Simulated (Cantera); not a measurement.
Equilibrium for boron, boron nitride and boron oxide: BCl₃ + NH₃ + H₂

Feed: 1 mol BCl₃, 0.47 mol NH₃, 49 mol H₂, held at 4.30 mbar.

Cantera equilibrium calculation (NASA polynomials, part measured and part estimated; ideal gas, pure solids and liquids). Candidate condensed phases: B, BN, NH₄Cl; 21 gas species. Mutual solubility and eutectic melting of coexisting phases are not modelled. The tables' values for BCl, BH₂, BCl₂ are old estimates; treat these amounts as uncertain. Gases not in the tables: BHCl₂. Kinetics and transport are ignored.

From 1000 °C to 1450 °C the condensed part is B(s) + BN(s).

```
T (°C)  log p H₂  log p HCl  log p H  log p BCl  log p BCl₃  log p N₂  log p Cl  n B(s)  n BN(s)
------  --------  ---------  -------  ---------  ----------  --------  --------  ------  -------
1000       -2.39      -3.60    -7.34      -7.48       -5.95    -11.37     -8.63   0.516    0.470
1050       -2.39      -3.60    -7.00      -7.12       -6.13    -10.59     -8.28   0.520    0.470
1100       -2.39      -3.60    -6.67      -6.78       -6.29     -9.87     -7.96   0.521    0.470
1150       -2.39      -3.60    -6.37      -6.47       -6.45     -9.20     -7.67   0.521    0.470
1200       -2.39      -3.60    -6.09      -6.19       -6.60     -8.58     -7.39   0.518    0.470
1250       -2.39      -3.60    -5.83      -5.92       -6.74     -8.00     -7.14   0.512    0.470
1300       -2.39      -3.60    -5.59      -5.67       -6.88     -7.46     -6.90   0.501    0.469
1350       -2.39      -3.61    -5.36      -5.44       -7.01     -6.95     -6.67   0.485    0.467
1400       -2.39      -3.61    -5.14      -5.22       -7.13     -6.47     -6.47   0.461    0.462
1450       -2.39      -3.62    -4.94      -5.02       -7.26     -6.02     -6.27   0.432    0.447
```
log p: log10 of the partial pressure in bar; n: condensed amount in mol.
